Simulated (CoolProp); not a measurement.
Values from CoolProp's reference Helmholtz-energy equation of state, Schmidt 1985. Above 300 K oxygen's equation is extrapolated.

Task: For oxygen, give the phase and the Z, speed of sound (m/s), isothermal compressibility (1/MPa), Prandtl number at 184 K and 7 MPa; 204.1 K and 7 MPa; 224.2 K and 7 MPa.

Result: 
- 184 K and 7 MPa: supercritical; Z 0.684, speed of sound 233, isothermal compressibility 0.216, Prandtl number 1.23
- 204.1 K and 7 MPa: supercritical; Z 0.797, speed of sound 258, isothermal compressibility 0.179, Prandtl number 0.974
- 224.2 K and 7 MPa: supercritical; Z 0.861, speed of sound 278, isothermal compressibility 0.164, Prandtl number 0.880

Viscosity comes from a separate model (Lemmon 2004). Thermal conductivity comes from a separate model (Lemmon 2004).
